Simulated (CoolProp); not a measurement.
Computed with CoolProp (reference Helmholtz-energy equation of state, Lemmon 2006). It is a short technical equation, of lower accuracy than the large ones.

Task: For C2F6 (R116), give the phase and the cp (kJ/(kg K)), cv (kJ/(kg K)), isothermal compressibility (1/MPa), fugacity coefficient at 425 K and 1.45 MPa.

Result: 
- 425 K and 1.45 MPa: gas; cp 0.962, cv 0.883, isothermal compressibility 0.716, fugacity coefficient 0.962
